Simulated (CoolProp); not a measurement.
n-perfluorobutane along the isotherm 450 K: fugacity coefficient from the reference equation and from simpler models built on Tc = 386.3 K, pc = 2322 kPa, ω = 0.372; each cubic takes its own stable root.

Model: reference Helmholtz-energy equation of state, Gao 2022, in CoolProp.

| p (kPa) | phase | reference | van der Waals | Redlich-Kwong | Soave-Redlich-Kwong |
|---|---|---|---|---|---|
| 31.6 | gas | 0.9975 | 0.9972 | 0.9970 | 0.9974 |
| 49.2 | gas | 0.9961 | 0.9957 | 0.9954 | 0.9960 |
| 76.7 | gas | 0.9939 | 0.9933 | 0.9928 | 0.9937 |
| 119 | gas | 0.9906 | 0.9896 | 0.9889 | 0.9903 |
| 186 | gas | 0.9853 | 0.9837 | 0.9827 | 0.9848 |
| 289 | gas | 0.9772 | 0.9747 | 0.9731 | 0.9764 |
| 451 | gas | 0.9645 | 0.9607 | 0.9583 | 0.9634 |
| 702 | gas | 0.9450 | ___ | 0.9355 | ___ |
| 1090 | gas | 0.9150 | 0.9056 | 0.9008 | 0.9132 |
| 1700 | gas | 0.8685 | 0.8535 | 0.8477 | 0.8670 |
| 2650 | supercritical | 0.7982 | ___ | 0.7684 | 0.7988 |
| 4120 | supercritical | 0.6976 | 0.6499 | 0.6558 | 0.7038 |
| 6420 | supercritical | 0.5762 | 0.5268 | 0.5321 | 0.5943 |
| 10000 | supercritical | 0.4803 | 0.4535 | 0.4435 | 0.5091 |

**Question.** Some entries are withheld; supply them.

**Answer.** 
- 702, van der Waals: 0.9389
- 702, Soave-Redlich-Kwong: 0.9435
- 2650, van der Waals: 0.7727
